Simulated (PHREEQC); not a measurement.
1 kg of water holding 0.52 mol KCl, 0.062 mol KHCO3 and 0.0069 mol K2CO3 is evaporated at 25 °C; the solids stay in contact with the brine. CO2 is held at log p = -3.4 (atm). Only these solids could form: Kalicinite, Sylvite.

The series has 28 steps of water left (kg), from 1 to 0.005286.

Model: Pitzer model, pitzer.dat, run in PHREEQC.

Task: Which solids form, in which order, and at which step of the series does each first stand?

Result: Sylvite from water left = 0.1161 kg (pH 9.98); Kalicinite from water left = 0.007898 kg (pH 10.95).
